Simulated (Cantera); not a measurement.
An isothermal, constant-pressure homogeneous reactor starts with 11.9 % H2, 9.90 % O2, 78.2 % N2, equivalence ratio 0.60, at 1225 K and 100.0 Torr.

Model: the H2/O2 subset of GRI-Mech 3.0, which has no nitrogen chemistry, integrated in Cantera. The temperature is held fixed by assumption; the heat of reaction is taken as removed at once.

One state of this run: x H2 = 5.02e-8; x O2 = 0.0421; x H = 2.71e-10; x O = 3.39e-8; x H2O = 0.126; x H2O2 = 3.93e-10. x: mole fraction; the columns are a selection and need not sum to one.

Question: Which value of t (s) does it belong to?
A) 0.000120
B) 5.57
C) 0.00431
D) 0.928

Answer: B, 5.57
